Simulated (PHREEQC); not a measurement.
A solution holds 0.0093 mol CuSO4, 5.5e-05 mol H2SO4 and 4e-05 mol KCl per kg of water, at 25 °C. Closed to the air; pH follows from the charge balance.

The numbers come from PHREEQC with the ion-association model, phreeqc.dat.

```yaml
pH: 4.14
ionic_strength: 0.0265 mol/kgw
specific_conductance: 1480 µS/cm
total_alkalinity: -0.110 meq/kg
```

```csv
species,molality,activity,log γ
SO4-2,0.00662,0.00361,-0.263
Cu+2,0.00659,0.00369,-0.251
CuSO4,0.00271,0.00272,0.003
H+,8.17e-5,7.18e-5,-0.056
Cl-,3.96e-5,3.38e-5,-0.069
K+,3.90e-5,3.33e-5,-0.070
HSO4-,2.94e-5,2.52e-5,-0.067
KSO4-,9.78e-7,8.43e-7,-0.064
CuOH+,6.02e-7,5.15e-7,-0.068
CuCl+,3.93e-7,3.36e-7,-0.068
```

Precipitation was switched off in this run.
